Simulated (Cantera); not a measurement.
What does this Cantera script print?

```python
import numpy as np
import cantera as ct

gas_names = """
    HF H
""".split()
cond_names = """
    K(cr) K(L) KHF2(a) KHF2(b) KHF2(L)
""".split()


# ... load() reads the species with a 1 bar reference pressure and builds the phases ...
species = {s.name: s for s in load("nasa_gas.yaml", gas_names) + load("nasa_condensed.yaml", cond_names)}
# Each term lists the table entries of one substance; the one whose range holds T is used.
reactions = {
    'K + 2 HF(g) = H(g) + KHF2':
        [(-1, ['K(cr)', 'K(L)']), (-2, ['HF']), (1, ['H']), (1, ['KHF2(a)', 'KHF2(b)', 'KHF2(L)'])],
}


def pick(names, T):
    return next(species[n] for n in names if species[n].thermo.min_temp <= T <= species[n].thermo.max_temp)


results = []
for label, terms in reactions.items():
    print(label)
    print("     T/K   dH/kJ  dS/(J/K)   dG/kJ   log10 K")
    for T in [823, 873, 923, 973, 1023, 1073, 1123, 1173, 1223]:
        used = [(nu, pick(names, T)) for nu, names in terms]
        dH = sum(nu * s.thermo.h(T) for nu, s in used) / 1e6
        dS = sum(nu * s.thermo.s(T) for nu, s in used) / 1e3
        dG = dH - T * dS / 1e3
        logK = -dG * 1e6 / (ct.gas_constant * T * np.log(10))
        results.append((label, T, dH, dS, dG, logK, [s.name for _, s in used]))
        print(f"{T:8g} {dH:8.1f} {dS:8.1f} {dG:8.1f} {logK:8.2f}")
```

Result:

```
K + 2 HF(g) = H(g) + KHF2
     T/K   dH/kJ  dS/(J/K)   dG/kJ   log10 K
     823   -137.2   -136.3    -25.0     1.59
     873   -135.4   -134.1    -18.3     1.09
     923   -133.6   -132.1    -11.6     0.66
     973   -131.8   -130.3     -5.1     0.27
    1023   -130.1   -128.6      1.4    -0.07
    1073   -128.4   -127.0      7.8    -0.38
    1123   -126.8   -125.5     14.1    -0.66
    1173   -125.2   -124.1     20.4    -0.91
    1223   -123.7   -122.8     26.5    -1.13
```

Standard-state values (1 bar) from the NASA 1993 polynomials, evaluated with Cantera. Condensed species are held in their standard states even where they would react or evaporate.
